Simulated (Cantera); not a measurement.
A closed system holds: 1 mol Cu, 0.13 mol CO2, 4.3 mol CO, held at 827 °C and 1 atm.

Cantera equilibrium calculation (NASA polynomials, part measured and part estimated; ideal gas, pure solids and liquids). Candidate condensed phases: C, Cu, CuO, Cu2O; 15 gas species. Kinetics and transport are ignored.

Base state: CO 0.924, CO2 0.0763 (mole fractions); condensed: C(graphite) + Cu(s).

Task: What changes in the equilibrium state with this change: temperature from 827 °C to 1475 °C?

Result: 
```tsv
species	before	after
CO	0.924	0.970
CO2	0.0763	0.0293
Cu	<1e-9	0.000288
C(graphite), mol	0.193	0
Cu(s), mol	1.00	0
Cu(l), mol	0	0.999
```
